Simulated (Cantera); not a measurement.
Input: 1 mol B, 4.1 mol N₂, at 133 Pa.

These are equilibrium values from Cantera (NASA tables, ideal gas, pure condensed phases), not measurements of a reactor. Candidate condensed phases: B, BN; 5 gas species. N₂ is the only nitrogen source here; it is nearly inert below about 1500 K, so the nitride shown seldom forms there in practice. Equilibrium is a limit: real reactors are often held back by kinetics, nucleation or transport. All values below are at 1300 K.

Base state: N₂ 1.00 (mole fractions); condensed: BN(s).

Q: What changes in the equilibrium state with this change: B replaced by B₂O₃?

A: 
| species | before | after |
|---|---|---|
| N₂ | 1.00 | 1.000 |
| B₂O₃ | 0 | 0.000140 |
| BN(s), mol | 1.00 | 0 |
| B₂O₃(l), mol | 0 | 0.999 |
Further candidate phases: B₂O₃.
